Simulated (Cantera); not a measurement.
Feed: 1 mol Al(CH₃)₃, 11 mol O₂, 6.1 mol N₂, equilibrated at 950 K and 730 Pa.

Method: chemical equilibrium by Gibbs-energy minimisation in Cantera with the NASA 1993 tables (ideal gas, pure condensed phases). Candidate condensed phases: Al, AlN, Al₂O₃, C, C₆H₆, C₇H₈, C₈H₁₈, H₂O; 148 gas species. The feed counts by its element totals alone. Equilibrium is a limit: real reactors are often held back by kinetics, nucleation or transport.

Base state: N₂ 0.328, O₂ 0.269, H₂O 0.242, CO₂ 0.161, NO 1.28e-5 (mole fractions); condensed: Al₂O₃(s).

Question: What changes in the equilibrium state with this change: O₂ from 11 to 1.5 mol?

Answer: 
```csv
species,before,after
N₂,0.328,0.504
H₂,<1e-9,0.371
CO,<1e-9,0.123
O₂,0.269,<1e-9
H₂O,0.242,0.000312
CO₂,0.161,0.000186
CH₄,<1e-9,0.000169
NO,1.28e-5,<1e-9
"Al₂O₃(s), mol",0.500,0.500
"C(graphite), mol",0,1.50
```
